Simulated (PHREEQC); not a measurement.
PHREEQC input (ion-association model, wateq4f.dat):

```
SOLUTION_MASTER_SPECIES
  An  An-  0  An  62.0  # stands for a non-complexing anion
SOLUTION_SPECIES
  An- = An-
    -log_k 0
    -gamma 3.0 0
PHASES
  Fix_H+
    H+ = H+
    -log_k 0
SOLUTION 1
  temp 25
  units mmol/kgw
  pH 7 charge
  Na 300
  An 300
END
SELECTED_OUTPUT 1
  -reset false
  -pH true
  -pe true
  -ionic_strength true
  -water true
  -totals Na
  -molalities Hfo_wOH Hfo_wOH2+ Hfo_wO- Hfo_sOH Hfo_sOH2+ Hfo_sO-
USER_PUNCH 1
  -headings sigma psi
  10 PUNCH EDL("sigma", "Hfo"), EDL("psi", "Hfo")
PRINT
  -reset false
USE solution 1
SURFACE 1
  Hfo_wOH 0.000152809 600 0.068
  Hfo_sOH 3.82022e-06
EQUILIBRIUM_PHASES 1
  Fix_H+ -3 HAn 10
    -force_equality true
  O2(g) -0.68 10
END
# ... the last block is repeated for the other 16 points of pH, with NaOH or the acid as the point needs
```

Selected output (columns that matter, 15 of 17 rows; pH added in front):

```
pH	mu	Na	m_Hfo_wOH	m_Hfo_wOH2+	m_Hfo_wO-	m_Hfo_sOH	m_Hfo_sOH2+	m_Hfo_sO-	sigma	psi
3	0.30136	0.3	1.0317e-06	0.00015178	1.6066e-10	2.5793e-08	3.7944e-06	4.0165e-12	0.36793	0.12555
3.38	0.30061	0.3	2.4144e-06	0.00015039	8.8794e-10	6.0359e-08	3.7598e-06	2.2198e-11	0.36458	0.12515
3.75	0.3003	0.3	5.3435e-06	0.00014746	4.4359e-09	1.3359e-07	3.6865e-06	1.109e-10	0.35746	0.12418
4.12	0.30017	0.3	1.1124e-05	0.00014167	2.001e-08	2.781e-07	3.5416e-06	5.0025e-10	0.34337	0.12216
4.88	0.30008	0.3	3.59e-05	0.00011666	2.5309e-07	8.975e-07	2.9164e-06	6.3274e-09	0.28218	0.11229
5.25	0.30006	0.3	5.2521e-05	9.9654e-05	6.3413e-07	1.313e-06	2.4913e-06	1.5853e-08	0.24004	0.10422
5.62	0.30005	0.3	6.9165e-05	8.2313e-05	1.3314e-06	1.7291e-06	2.0578e-06	3.3284e-08	0.19631	0.094319
6	0.30003	0.3	8.4351e-05	6.5988e-05	2.4701e-06	2.1088e-06	1.6497e-06	6.1753e-08	0.15398	0.082619
6.38	0.30002	0.3	9.6585e-05	5.2124e-05	4.1e-06	2.4146e-06	1.3031e-06	1.025e-07	0.11642	0.069678
6.75	0.30002	0.3	0.00010542	4.1206e-05	6.179e-06	2.6356e-06	1.0301e-06	1.5448e-07	0.084911	0.056079
7.12	0.30001	0.3	0.00011146	3.2623e-05	8.7241e-06	2.7865e-06	8.1558e-07	2.181e-07	0.057936	0.041622
7.88	0.3	0.3	0.00011702	2.0464e-05	1.5328e-05	2.9254e-06	5.116e-07	3.8321e-07	0.01245	0.0098939
8.25	0.3	0.30001	0.0001172	1.6248e-05	1.9365e-05	2.9299e-06	4.0621e-07	4.8412e-07	-0.0075555	-0.0060277
8.62	0.30001	0.30002	0.00011587	1.2672e-05	2.4271e-05	2.8967e-06	3.1679e-07	6.0677e-07	-0.028118	-0.021821
9	0.30002	0.30004	0.00011267	9.4872e-06	3.0653e-05	2.8167e-06	2.3718e-07	7.6632e-07	-0.051309	-0.037584
```

The oxide is taken as insoluble; below pH 4 it would dissolve.
